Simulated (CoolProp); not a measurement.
A single-stage vapour-compression cycle with R152A: evaporating at 255.15 K (dew point), condensing at 281.15 K (bubble point), superheat 0 K, subcooling 2 K, compressor efficiency 0.6, no pressure losses. Each further row changes one setting.

Values from CoolProp's reference Helmholtz-energy equation of state, Outcalt 1996. It is a modified Benedict-Webb-Rubin equation, recast in Helmholtz form.

```
case                              cooling COP  pressure ratio  discharge temperature (K)  refrigerating effect (kJ/kg)  volumetric capacity (kJ/m³)
--------------------------------  -----------  --------------  -------------------------  ----------------------------  ---------------------------
as stated                                5.42            2.65                      311.3                           284                         1220
evaporating temperature 260.15 K         6.96            2.16                      304.8                           288                         1500
condensing temperature 276.15 K          6.84            2.24                      301.4                           293                         1260
subcooling 7 K                           5.59            2.65                      311.3                           293                         1260
superheat 10 K                           5.37            2.65                      322.2                           294                         1210
compressor efficiency 0.5                4.52            2.65                      320.4                           284                         1220
```
